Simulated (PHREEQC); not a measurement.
## Phosphoric acid bath (model solution)

Dissolve 0.014 mol H3PO4 and 0.00047 mol HF per kg of water at 25 °C. Closed to the air; pH follows from the charge balance.

All values are PHREEQC results (ion-association model, phreeqc.dat), not measurements.

This is a speciation only: nothing precipitates in the calculation.

Q: Estimate the pH, specific conductance.

A: pH 2.17; specific conductance 2640 µS/cm.

Q: In which forms is P present?

A: H2PO4- 52 %, H3PO4 48 % of the P.
